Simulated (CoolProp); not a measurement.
The numbers come from the reference Helmholtz-energy equation of state, Schroeder 2014 in CoolProp.

Question: For ethanol, give the phase and the Joule-Thomson coefficient (K/MPa), isothermal compressibility (1/MPa), expansivity (1/kK), viscosity (µPa s) at 550.4 K and 10.4 MPa; 550.4 K and 12.2 MPa; 550.4 K and 13.9 MPa.

Answer: 
- 550.4 K and 10.4 MPa: supercritical; Joule-Thomson coefficient 5.30, isothermal compressibility 0.236, expansivity 27.2, viscosity 34.0
- 550.4 K and 12.2 MPa: supercritical; Joule-Thomson coefficient 2.82, isothermal compressibility 0.0888, expansivity 14.9, viscosity 44.9
- 550.4 K and 13.9 MPa: supercritical; Joule-Thomson coefficient 1.88, isothermal compressibility 0.0492, expansivity 10.3, viscosity 51.8

Viscosity comes from a separate model (Kiselev 2005).
